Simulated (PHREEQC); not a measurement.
Solution (25 °C and 50 atm): 0.00011 mol Na2HPO4 per kg of water. Closed to the air; pH follows from the charge balance.

The numbers come from PHREEQC with the ion-association model, phreeqc.dat.

Precipitation was switched off in this run.

### Question
Estimate the pH, ionic strength.

### Answer
pH 8.57; ionic strength 0.000326 mol/kgw.

### Question
In which forms is P present?

### Answer
HPO4-2 96 %, H2PO4- 3.7 % of the P.

Under pressure, the constants of complexes without a molar volume in the database are unreliable.
